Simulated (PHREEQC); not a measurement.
Make-up at 25 °C: 1.3 mmol/kgw HF, 8.3 mmol/kgw KF, 0.029 mmol/kgw H4SiO4 and 170 mmol/kgw H3PO4. Closed to the air; pH follows from the charge balance.

The numbers come from PHREEQC with the ion-association model, wateq4f.dat.

This is a speciation only: nothing precipitates in the calculation.

Task: Order these F species by the share of F that they hold, largest first: SiF6-2, HF, F-, HF2-, H2F2.

Result: HF (91 %), H2F2 (4.2 %), F- (2.7 %), SiF6-2 (1.8 %), HF2- (0.19 %)

The pH is 1.57 and the ionic strength 0.0397 mol/kgw. H3PO4, which wateq4f.dat lacks, is added to it with the constant of phreeqc.dat. SiF6-2 is the database's only silicon fluoride.
